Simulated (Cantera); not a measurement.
Catalytic combustion on Pt

An isothermal plug-flow reactor at 798 K and 1.80 bar (inlet), inlet velocity 0.96 m/s, active area per volume 430 1/m; feed H2 : O2 : N2 = 0.017 : 0.026 : 0.79 (molar parts), equivalence ratio 0.33.

Detailed kinetics in Cantera: Deutschmann's 1995 Pt surface mechanism with GRI-Mech 3.0 gas chemistry. Catalytic surfaces can have several steady states; this one follows from the mechanism file's or the stated starting coverage. Mass transfer to the wall is taken as infinitely fast.

```json
[
 {"z (m)": "0.00022", "x H2": "0.00328", "x O2": "0.0228", "x H2O": "0.0173", "θ free Pt": "0.278", "θ O*": "0.714", "θ OH*": "0.00888"},
 {"z (m)": "0.00047", "x H2": "0.00155", "x O2": "0.0220", "x H2O": "0.0190", "θ free Pt": "0.143", "θ O*": "0.850", "θ OH*": "0.00709"},
 {"z (m)": "0.001", "x H2": "0.000665", "x O2": "0.0216", "x H2O": "0.0199", "θ free Pt": "0.0820", "θ O*": "0.912", "θ OH*": "0.00563"},
 {"z (m)": "0.0022", "x H2": "0.000193", "x O2": "0.0213", "x H2O": "0.0204", "θ free Pt": "0.0589", "θ O*": "0.936", "θ OH*": "0.00487"},
 {"z (m)": "0.0047", "x H2": "2.35e-5", "x O2": "0.0212", "x H2O": "0.0206", "θ free Pt": "0.0525", "θ O*": "0.943", "θ OH*": "0.00462"},
 {"z (m)": "0.01", "x H2": "3.39e-7", "x O2": "0.0212", "x H2O": "0.0206", "θ free Pt": "0.0517", "θ O*": "0.944", "θ OH*": "0.00459"},
 {"z (m)": "0.022", "x H2": "2.38e-11", "x O2": "0.0212", "x H2O": "0.0206", "θ free Pt": "0.0517", "θ O*": "0.944", "θ OH*": "0.00459"}
]
```
x: gas mole fraction; θ: surface coverage.
